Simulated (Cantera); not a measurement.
What does this Cantera script print?

```python
import numpy as np
import cantera as ct

gas = ct.Solution("gri30.yaml")


def delay(T, t_max=10):
    gas.TPX = T, 430000, {'C2H4': 1, 'O2': 5.56, 'N2': 17.8, 'H2O': 1.4}
    reactor = ct.IdealGasConstPressureReactor(gas, clone=False)
    net = ct.ReactorNet([reactor])
    net.rtol, net.atol = 1e-8, 1e-16
    while net.time < t_max:
        t_old, T_old = net.time, reactor.T
        net.step()
        if reactor.T > T + 400:  # ignition: a rise of 400 K
            return t_old + (T + 400 - T_old) / (reactor.T - T_old) * (net.time - t_old)
    return np.nan


taus = []
for T in [1200, 1250, 1300, 1350, 1400, 1450, 1500]:
    taus.append(delay(T))
    print(f"T0 = {T:6g} K   tau = {taus[-1]:.4e} s")
```

Result:

```
T0 =   1200 K   tau = 5.9281e-04 s
T0 =   1250 K   tau = 2.0393e-04 s
T0 =   1300 K   tau = 7.5954e-05 s
T0 =   1350 K   tau = 3.5363e-05 s
T0 =   1400 K   tau = 2.1025e-05 s
T0 =   1450 K   tau = 1.4379e-05 s
T0 =   1500 K   tau = 1.0637e-05 s
```

Cantera simulation using GRI-Mech 3.0 (53 species, 325 reactions); the numbers are that mechanism's predictions, not measurements. GRI-Mech 3.0 was tuned for natural gas; its chemistry of ethylene as a main component is partial and can be far from experiment.
